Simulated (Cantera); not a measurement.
What does this Cantera script print?

```python
import numpy as np
import cantera as ct

surf = ct.Interface("diamond.yaml", "diamond_100")
gas, bulk = surf.adjacent["gas"], surf.adjacent["diamond"]
k = surf.kinetics_species_index(bulk.species_names[0])
cover = ["c6HH", "c6H*", "c6*H", "c6**", "c6HM", "c6B"]

rows, drift = [], 0.0
print(f"{'xH':>10s}{'um/h':>11s}" + "".join(f"{s:>11s}" for s in cover))
for v in [0.0001, 0.00021, 0.00042, 0.00086, 0.0018, 0.0036, 0.0074, 0.015, 0.031]:
    T, P, xH, xCH3 = 1198, 1200, v, 1.5e-05
    gas.TPX = T, P, {"H": xH, "CH3": xCH3, "CH4": 0.0021, "H2": 1 - xH - xCH3 - 0.0021}
    surf.TP = bulk.TP = T, P
    surf.coverages = "c6H*:0.1, c6HH:0.9"
    surf.advance_coverages(100.0)
    before = surf.coverages
    surf.advance_coverages(100.0)
    drift = max(drift, np.max(np.abs(surf.coverages - before) / (surf.coverages + 1e-9)))
    rate = surf.net_production_rates[k] * bulk.mean_molecular_weight / bulk.density * 3.6e9
    rows.append([rate, *surf[cover].coverages])
    print(f"{v:10.4g}{rate:11.4e}" + "".join(f"{x:11.3e}" for x in rows[-1][1:]))
```

Result:

```
        xH       um/h       c6HH       c6H*       c6*H       c6**       c6HM        c6B
    0.0001 1.7399e-03  6.184e-01  2.715e-02  3.490e-01  5.154e-03  3.503e-05  4.721e-12
   0.00021 4.2036e-03  5.428e-01  3.224e-02  4.144e-01  1.021e-02  4.555e-05  1.141e-11
   0.00042 7.5441e-03  4.968e-01  3.515e-02  4.517e-01  1.600e-02  5.453e-05  2.047e-11
   0.00086 1.1668e-02  4.689e-01  3.677e-02  4.725e-01  2.158e-02  6.169e-05  3.166e-11
    0.0018 1.6796e-02  4.534e-01  3.759e-02  4.830e-01  2.578e-02  6.588e-05  4.558e-11
    0.0036 2.3636e-02  4.459e-01  3.796e-02  4.878e-01  2.821e-02  6.664e-05  6.414e-11
    0.0074 3.5163e-02  4.419e-01  3.816e-02  4.901e-01  2.963e-02  6.397e-05  9.542e-11
     0.015 5.3556e-02  4.400e-01  3.827e-02  4.913e-01  3.036e-02  5.750e-05  1.453e-10
     0.031 8.1046e-02  4.390e-01  3.835e-02  4.918e-01  3.074e-02  4.683e-05  2.199e-10
```

Computed with Cantera and the Harris–Goodwin 1993 mechanism for the reconstructed diamond (100) surface.
